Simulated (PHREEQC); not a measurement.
Consider water at 10 °C with 0.0016 mol KOH and 0.047 mol NaHCO3 per kg of water. Closed to the air; pH follows from the charge balance.

Model: Pitzer model, pitzer.dat, run in PHREEQC.

```tsv
quantity	before	after
pH	8.72	8.45
ionic strength (mol/kgw)	0.0504	0.0505
```

Problem. Name the change that produced these shifts.
(A) NaHCO3 from 0.047 to 0.0705 mol/kgw
(B) NaHCO3 left out
(C) NaHCO3 from 0.047 to 0.0094 mol/kgw
(D) temperature from 10 to 45 °C
(E) diluted 2-fold with water

Solution. D, temperature from 10 to 45 °C

No solid was allowed to form. Away from 25 °C the constants follow the database's enthalpies or fits; those with neither stay at their 25 °C values.
